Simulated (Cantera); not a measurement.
Charge: 1 mol FeS, 0.53 mol SO3, 0.071 mol H2O, equilibrated at 775 K and 9.00 Torr.

Equilibrium computed with Cantera from the NASA thermochemical tables; the gas is ideal and each condensed phase is pure. Candidate condensed phases: Fe, FeO, Fe(OH)2, Fe(OH)3, FeS, FeSO4, FeS2, Fe2O3, Fe2(SO4)3, Fe3O4, H2O, H2SO4, S; 22 gas species. Gases not in the tables: S3 to S7. The numbers say what is thermodynamically allowed, not how fast it happens.

Base state: SO2 0.864, H2O 0.128, S2 0.00682, H2S 0.000995, S2O 0.000488, H2 3.57e-5 (mole fractions); condensed: FeS2(s) + Fe3O4(s).

What changes in the equilibrium state with this change: pressure from 9.00 Torr to 750 Torr?


| species | before | after |
|---|---|---|
| SO2 | 0.864 | 0.870 |
| H2O | 0.128 | 0.129 |
| S2 | 0.00682 | 0.000750 |
| H2 | 3.57e-5 | 6.82e-6 |
| H2S | 0.000995 | 0.000576 |
| S2O | 0.000488 | 0.000283 |
| FeS2(s), mol | 0.522 | 0.525 |
| Fe3O4(s), mol | 0.159 | 0.158 |
